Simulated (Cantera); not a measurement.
Input (Python, Cantera):

```python
import numpy as np
import cantera as ct

gas = ct.Solution("h2o2.yaml")
gas.TPX = 1000, 2666, {'H2': 0.36, 'O2': 1, 'H2O': 0.026}
reactor = ct.IdealGasConstPressureReactor(gas, energy="off", clone=False)
net = ct.ReactorNet([reactor])
net.rtol, net.atol = 1e-08, 1e-18
show = ['H2', 'O2', 'H2O2', 'HO2', 'O']
times = np.geomspace(5e-06, 60, 10)

steps = ct.SolutionArray(gas, extra=["t"])
rows = []
print(f"{'t/s':>10s}{'T/K':>9s}{'P/Pa':>11s}" + "".join(f"{s:>11s}" for s in show))
for t in times:
    while net.time < t:
        t_next = net.step()
        steps.append(gas.state, t=t_next)
    rows.append([np.interp(t, steps.t, y) for y in (steps.T, steps.P, *steps(*show).X.T)])
    print(f"{t:10.3e}{rows[-1][0]:9.1f}{rows[-1][1]:11.4g}" + "".join(f"{x:11.3e}" for x in rows[-1][2:]))
rate = np.gradient(steps.T, steps.t)
print("integrator steps:", len(steps.t))
if steps.T.max() > steps.T[0] + 200:
    print(f"time of steepest temperature rise: {steps.t[rate.argmax()]:.4e} s")
gas.TPX = 1000, 2666, {'H2': 0.36, 'O2': 1, 'H2O': 0.026}
gas.equilibrate("TP")
print(f"equilibrium (TP): T = {gas.T:.1f} K  " + "  ".join(f"{s} {gas[s].X[0]:.3e}" for s in show))
```

It prints:

```
       t/s      T/K       P/Pa         H2         O2       H2O2        HO2          O
 5.000e-06   1000.0       2666  2.597e-01  7.215e-01  2.427e-16  1.820e-11  4.897e-13
 3.059e-05   1000.0       2666  2.597e-01  7.215e-01  9.097e-15  1.119e-10  1.547e-11
 1.871e-04   1000.0       2666  2.597e-01  7.215e-01  3.506e-13  7.236e-10  5.586e-10
 1.145e-03   1000.0       2666  2.595e-01  7.214e-01  1.821e-09  3.219e-06  3.748e-05
 7.003e-03   1000.0       2666  1.704e-03  6.780e-01  1.617e-06  2.738e-05  1.780e-03
 4.284e-02   1000.0       2666  4.339e-05  6.799e-01  4.484e-07  2.312e-06  3.265e-05
 2.621e-01   1000.0       2666  9.763e-07  6.799e-01  8.367e-08  1.460e-07  1.737e-06
 1.603e+00   1000.0       2666  5.026e-08  6.799e-01  1.554e-08  1.573e-08  1.774e-07
 9.808e+00   1000.0       2666  6.051e-09  6.799e-01  2.899e-09  2.525e-09  2.448e-08
 6.000e+01   1000.0       2666  9.032e-10  6.799e-01  5.213e-10  1.079e-09  3.802e-09
integrator steps: 2024
equilibrium (TP): T = 1000.0 K  H2 2.091e-10  O2 6.799e-01  H2O2 1.213e-10  HO2 1.625e-09  O 7.992e-10
```

Computed with Cantera and the H2/O2 subset of GRI-Mech 3.0, which has no nitrogen chemistry. Radical loss at walls, strong at low pressure, is not modelled. The temperature is held fixed by assumption; the heat of reaction is taken as removed at once.
